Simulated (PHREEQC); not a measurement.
Make-up at 20 °C: 3.2 mol NaOH and 0.47 mol Na2SO4 per kg of water. Closed to the air; pH follows from the charge balance.

Equilibrium calculation in PHREEQC: Pitzer model, pitzer.dat.

Precipitation was switched off in this run.

What pH does the model give?

pH 14.71.

In brines, pH and single-ion activities rest on the MacInnes convention.
